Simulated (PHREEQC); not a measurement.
1 kg of water holding 0.42 mol NaCl, 0.02 mol NaHCO3, 0.012 mol KCl and 0.052 mol Na2CO3 is evaporated at 30 °C; the solids stay in contact with the brine. CO2 from the air is kept out. Only these solids could form: Halite, Kalicinite, Nahcolite, Natron, Sylvite, Trona.

Model: Pitzer model, pitzer.dat, run in PHREEQC.

### Question
Predict ionic strength at water left (kg) = 0.375, 0.1711.

### Answer
```tsv
water left (kg)	ionic strength
0.375	1.62
0.1711	3.55
```
